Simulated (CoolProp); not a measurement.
Properties of methane along the isotherm -78.15 °C.

Computed with CoolProp (reference Helmholtz-energy equation of state, Setzmann 1991).

```
p (kPa)          phase       Z  cv (kJ/(kg K))  speed of sound (m/s)  Joule-Thomson coefficient (K/MPa)  conductivity (mW/(m K))  fugacity coefficient
-------  -------------  ------  --------------  --------------------  ---------------------------------  -----------------------  --------------------
2560               gas  0.7985           1.720                 326.3                              10.36                     25.5            (withheld)
5110     supercritical  0.3857           2.409                 260.9                              7.720                     68.1                0.6571
7670     supercritical  0.2909           1.911                 516.9                              1.344                     82.1                0.4899
10200    supercritical  0.3567           1.870            (withheld)                             0.6997                     90.4                0.4038
12800    supercritical  0.4261           1.858                 709.5                             0.3909                     97.0                0.3515
15300    supercritical  0.4922      (withheld)                 771.7                             0.2108                      102            (withheld)
17900    supercritical  0.5600           1.857                 826.6                            0.08224                      107                0.2962
20400    supercritical  0.6242           1.860                 872.9                          -0.008697                      111                0.2808
23000    supercritical  0.6900           1.864                 916.1                           -0.08170                      116                0.2695
```

Q: Some entries are withheld; supply them.

A: 
- 2560, fugacity coefficient: 0.8303
- 10200, speed of sound (m/s): 628.6
- 15300, cv (kJ/(kg K)): 1.856
- 15300, fugacity coefficient: 0.3192

Thermal conductivity comes from a separate model (Friend 1989).
